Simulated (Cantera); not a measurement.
A closed system holds: 1 mol Cu, 0.22 mol CO, 43 mol N2, at 1550 °C and 120 Pa.

Equilibrium computed with Cantera from the NASA thermochemical tables; the gas is ideal and each condensed phase is pure. Candidate condensed phases: C, Cu, CuO, Cu2O; 27 gas species. Equilibrium is a limit: real reactors are often held back by kinetics, nucleation or transport.

Question: What is the equilibrium state?

Answer: 
```json
{
 "x(N2)": "0.972",
 "x(Cu)": "0.0226",
 "x(CO)": "0.00498",
 "x(Cu2)": "1.84e-6",
 "gas_amount": "44.22 mol",
 "log10 activity of Cu(l) (absent)": "-1.41",
 "log10 activity of C(graphite) (absent)": "-2.90"
}
```
